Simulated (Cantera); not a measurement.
Charge: 1 mol Si, 1.1 mol F2, 14 mol N2, 1.9 mol NF3, at 750 Torr.

Cantera equilibrium calculation (NASA polynomials, part measured and part estimated; ideal gas, pure solids and liquids). Candidate condensed phases: Si, Si3N4; 16 gas species. The numbers say what is thermodynamically allowed, not how fast it happens.

Task: At 352 °C, list the 4 most abundant gas species with their mole fractions, and the condensed phases.

Result: N2 0.861, NF3 0.0778, SiF4 0.0602, F2 0.000648. Condensed: gas only.
